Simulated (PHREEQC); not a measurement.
Solution (25 °C): 0.013 mol HF, 0.0041 mol NH4F and 0.01 mol H2SiF6 per kg of water. Closed to the air; pH follows from the charge balance.

The numbers come from PHREEQC with the ion-association model, phreeqc.dat.

| quantity | before | after |
|---|---|---|
| pH | 1.83 | 3.37 |
| ionic strength (mol/kgw) | 0.0309 | 0.000476 |
| HF (mol/kgw) | 0.0161 | 0.000295 |
| F- (mol/kgw) | 0.000875 | 0.000475 |
| NH3 (mol/kgw) | 1.32e-10 | 5.37e-11 |
| SI of Quartz (SiO2) | -2.35 | -0.02 |

Question: Which change was made?
A) HF from 0.013 to 0.13 mol/kgw
B) diluted 100-fold with water
C) HF from 0.013 to 0.026 mol/kgw
D) NH4F from 0.0041 to 0.00615 mol/kgw
E) NH4F from 0.0041 to 0.0205 mol/kgw

Answer: B, diluted 100-fold with water

Precipitation was switched off in this run. SiF6-2 is the database's only silicon fluoride.
